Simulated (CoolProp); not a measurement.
Chloromethane (R40) along the isobar 3360 kPa: Z from the reference equation and from simpler models built on Tc = 418.6 K, pc = 6929 kPa, ω = 0.150; each cubic takes its own stable root.

Model: reference Helmholtz-energy equation of state, Thol 2014, in CoolProp.

```json
[
 {"T (K)": "410.9", "phase": "gas", "reference": "0.7810"},
 {"T (K)": "417.7", "phase": "gas", "reference": "0.7956"},
 {"T (K)": "424.6", "phase": "gas", "reference": "0.8090"},
 {"T (K)": "431.5", "phase": "gas", "reference": "0.8211"},
 {"T (K)": "438.3", "phase": "gas", "reference": "0.8319"},
 {"T (K)": "445.2", "phase": "gas", "reference": "0.8420"},
 {"T (K)": "452", "phase": "gas", "reference": "0.8510"},
 {"T (K)": "458.9", "phase": "gas", "reference": "0.8595"},
 {"T (K)": "465.7", "phase": "gas", "reference": "0.8673"},
 {"T (K)": "472.6", "phase": "gas", "reference": "0.8745"},
 {"T (K)": "479.4", "phase": "gas", "reference": "0.8812"},
 {"T (K)": "486.3", "phase": "gas", "reference": "0.8875"},
 {"T (K)": "493.1", "phase": "gas", "reference": "0.8933"},
 {"T (K)": "500", "phase": "gas", "reference": "0.8988"}
]
```

**Question.** How far does each simpler model (van der Waals, Redlich-Kwong, Peng-Robinson) lie from the reference over these 14 states: mean and median of the absolute difference, and the worst?

**Answer.** 
- van der Waals: mean 2.1 %, median 1.7 %, worst +5.4 % at 410.9 K and 3360 kPa
- Redlich-Kwong: mean 0.8 %, median 0.6 %, worst +2.2 % at 410.9 K and 3360 kPa
- Peng-Robinson: mean 0.7 %, median 0.8 %, worst -0.8 % at 486.3 K and 3360 kPa
